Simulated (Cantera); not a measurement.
Input (Python, Cantera):

```python
import numpy as np
import cantera as ct

gas = ct.Solution("gri30.yaml")
gas.TPX = 1375, 45000, {'CO': 0.015, 'O2': 0.00042, 'H2O': 0.018, 'N2': 1}
reactor = ct.IdealGasConstPressureReactor(gas, energy="off", clone=False)
net = ct.ReactorNet([reactor])
net.rtol, net.atol = 1e-08, 1e-18
show = ['CO', 'O2', 'H2O', 'O', 'OH', 'H2']
times = np.geomspace(0.0007, 7, 13)

steps = ct.SolutionArray(gas, extra=["t"])
rows = []
print(f"{'t/s':>10s}{'T/K':>9s}{'P/Pa':>11s}" + "".join(f"{s:>11s}" for s in show))
for t in times:
    while net.time < t:
        t_next = net.step()
        steps.append(gas.state, t=t_next)
    rows.append([np.interp(t, steps.t, y) for y in (steps.T, steps.P, *steps(*show).X.T)])
    print(f"{t:10.3e}{rows[-1][0]:9.1f}{rows[-1][1]:11.4g}" + "".join(f"{x:11.3e}" for x in rows[-1][2:]))
rate = np.gradient(steps.T, steps.t)
print("integrator steps:", len(steps.t))
if steps.T.max() > steps.T[0] + 200:
    print(f"time of steepest temperature rise: {steps.t[rate.argmax()]:.4e} s")
gas.TPX = 1375, 45000, {'CO': 0.015, 'O2': 0.00042, 'H2O': 0.018, 'N2': 1}
gas.equilibrate("TP")
print(f"equilibrium (TP): T = {gas.T:.1f} K  " + "  ".join(f"{s} {gas[s].X[0]:.3e}" for s in show))
```

Output:

```
       t/s      T/K       P/Pa         CO         O2        H2O          O         OH         H2
 7.000e-04   1375.0    4.5e+04  1.451e-02  4.064e-04  1.742e-02  4.788e-10  4.136e-10  1.113e-09
 1.508e-03   1375.0    4.5e+04  1.451e-02  4.064e-04  1.742e-02  9.533e-10  1.340e-09  9.352e-09
 3.249e-03   1375.0    4.5e+04  1.451e-02  4.064e-04  1.742e-02  3.916e-09  7.260e-09  9.527e-08
 7.000e-03   1375.0    4.5e+04  1.451e-02  4.060e-04  1.741e-02  7.983e-08  1.591e-07  2.701e-06
 1.508e-02   1375.0    4.5e+04  1.323e-02  2.539e-04  1.639e-02  1.469e-05  3.530e-05  9.023e-04
 3.249e-02   1375.0    4.5e+04  8.306e-03  1.862e-06  1.200e-02  1.596e-06  1.889e-05  5.175e-03
 7.000e-02   1375.0    4.5e+04  7.663e-03  3.805e-07  1.137e-02  3.997e-07  9.398e-06  5.912e-03
 1.508e-01   1375.0    4.5e+04  7.609e-03  9.716e-08  1.132e-02  1.046e-07  4.808e-06  6.029e-03
 3.249e-01   1375.0    4.5e+04  7.617e-03  2.319e-08  1.133e-02  2.504e-08  2.355e-06  6.057e-03
 7.000e-01   1375.0    4.5e+04  7.623e-03  5.242e-09  1.134e-02  5.668e-09  1.121e-06  6.068e-03
 1.508e+00   1375.0    4.5e+04  7.627e-03  1.153e-09  1.134e-02  1.248e-09  5.259e-07  6.073e-03
 3.249e+00   1375.0    4.5e+04  7.628e-03  2.508e-10  1.135e-02  2.714e-10  2.453e-07  6.076e-03
 7.000e+00   1375.0    4.5e+04  7.629e-03  5.454e-11  1.135e-02  5.907e-11  1.145e-07  6.077e-03
integrator steps: 1581
equilibrium (TP): T = 1375.0 K  CO 7.630e-03  O2 7.342e-13  H2O 1.135e-02  O 8.184e-13  OH 1.347e-08  H2 6.078e-03
```

Computed with Cantera and GRI-Mech 3.0 (53 species, 325 reactions).
